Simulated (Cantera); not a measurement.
A closed system holds: 1 mol Si₃N₄, 0.062 mol CO₂, 5 mol H₂, held at 900 °C and 473 Torr.

Method: chemical equilibrium by Gibbs-energy minimisation in Cantera with the NASA 1993 tables (ideal gas, pure condensed phases). Candidate condensed phases: C, C₆H₆, C₇H₈, C₈H₁₈, H₂O, Si, SiC, SiO₂, Si₂N₂O, Si₃N₄; 151 gas species. Mutual solubility and eutectic melting of coexisting phases are not modelled. Rates play no part.

Base state: H₂ 0.980, CH₄ 0.0118, N₂ 0.00829, NH₃ 1.21e-5 (mole fractions); condensed: C(graphite) + Si₂N₂O(s) + Si₃N₄(s).

Question: What changes in the equilibrium state with this change: pressure from 473 Torr to 0.278 Torr?

Answer: 
| species | before | after |
|---|---|---|
| H₂ | 0.980 | 0.984 |
| N₂ | 0.00829 | 0.0163 |
| CH₄ | 0.0118 | 6.21e-7 |
| NH₃ | 1.21e-5 | 1.00e-8 |
| C(graphite), mol | 0.00339 | 0 |
| Si₂N₂O(s), mol | 0.124 | 0.124 |
| Si₃N₄(s), mol | 0.917 | 0.897 |
| SiC(s), mol | 0 | 0.0620 |

Question: What changes in the equilibrium state with this change: pressure from 473 Torr to 75.0 Torr?

Answer: 
```
species            before    after
----------------  -------  -------
H₂                  0.980    0.990
N₂                0.00829  0.00821
CH₄                0.0118  0.00190
NH₃               1.21e-5  1.94e-6
C(graphite), mol  0.00339   0.0524
Si₂N₂O(s), mol      0.124    0.124
Si₃N₄(s), mol       0.917    0.917
```
